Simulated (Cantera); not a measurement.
What does this Cantera script print?

```python
import numpy as np
import cantera as ct

gas_names = """
    N NO NO2 NO3 N2 N2O O O2 O3 Si SiN SiO SiO2 Si2 Si2N Si3
""".split()
cond_names = """
    Si(cr) Si(L) SiO2(Lqz) SiO2(hqz) SiO2(L) Si2N2O(s) Si3N4(a)
""".split()


# ... load() reads the species with a 1 bar reference pressure and builds the phases ...
atoms = {
    'Si3N4': {'Si': 3, 'N': 4},
    'N2O': {'N': 2, 'O': 1},
    'N2': {'N': 2},
}
top_T = {'Si2N2O(s)': 2100, 'Si3N4(a)': 2400}  # K; cautious upper limits of use, not melting points


# ... equilibrate(T, P, feed) seeds the gas with the atoms and calls Mixture.equilibrate('TP', solver="vcs", rtol=1e-11, max_steps=5000) ...
results = []
feed = {'Si3N4': 1, 'N2O': 2, 'N2': 2.3}  # mol
P = 13332.2  # Pa
for T in [1273, 1373, 1473, 1573, 1673, 1773, 1873, 1973, 2073, 2173, 2273]:
    mix = equilibrate(T, P, feed)
    results.append((T, P, feed, dict(zip(mix.species_names, mix.species_moles))))

top = {s: max(r[3][s] / sum(r[3][g] for g in gas_names) for r in results) for s in gas_names}
cols = sorted((s for s in top if top[s] > 1e-06), key=lambda s: -top[s])[:8]
seen = [c for c in cond_names if any(r[3].get(c, 0) > 1e-12 for r in results)]
print("log10 of partial pressures in bar; condensed amounts in mol")
print(f"{'T/K':>10s}" + "".join(f"{s[:9]:>10s}" for s in cols + seen))
for T, P, feed, n in results:
    ng = sum(n[g] for g in gas_names)
    print(f"{T:10.4g}" + "".join(f"{np.log10(max(n[s] / ng * P / 1e5, 1e-99)):10.3f}" for s in cols)
          + "".join(f"{n.get(c, 0):10.4g}" for c in seen))
```

Output:

```
log10 of partial pressures in bar; condensed amounts in mol
       T/K        N2       SiO        Si      Si2N       SiN       Si2       Si3     Si(L) SiO2(hqz)   SiO2(L) Si2N2O(s)
      1273    -0.875    -8.488   -16.897   -22.850   -16.731   -26.777   -33.916         0    0.3333         0     1.333
      1373    -0.875    -6.980   -14.599   -19.756   -14.671   -23.112   -29.167         0    0.3333         0     1.333
      1473    -0.875    -5.681   -12.618   -17.089   -12.896   -19.952   -25.075         0    0.3333         0     1.333
      1573    -0.875    -4.552   -10.891   -14.768   -11.349   -17.201   -21.514         0     0.333         0     1.333
      1673    -0.876    -3.561    -9.374   -12.730    -9.991   -14.784   -18.387         0    0.3299         0      1.33
      1773    -0.882    -2.687    -8.024   -10.916    -8.783   -12.631   -15.601         0         0    0.3073     1.307
      1873    -0.918    -1.901    -6.798    -9.273    -7.701   -10.669   -13.054         0         0    0.1551     1.155
      1973    -0.950    -1.674    -5.223    -6.848    -6.255    -7.959    -9.344         0         0         0    0.9997
      2073    -0.995    -1.494    -4.001    -5.067    -5.156    -5.912    -6.596    0.9921         0         0         0
      2173    -0.996    -1.494    -3.548    -4.743    -4.796    -5.367    -6.071    0.9784         0         0         0
      2273    -0.998    -1.496    -3.136    -4.449    -4.467    -4.871    -5.594    0.9455         0         0         0
```

Method: chemical equilibrium by Gibbs-energy minimisation in Cantera with the NASA 1993 tables (ideal gas, pure condensed phases). Mutual solubility and eutectic melting of coexisting phases are not modelled. The tables' values for SiN are old estimates; treat these amounts as uncertain. The tables hold silica as quartz up to 1696 K and as liquid above; real silica turns to tridymite and cristobalite and melts near 1996 K.
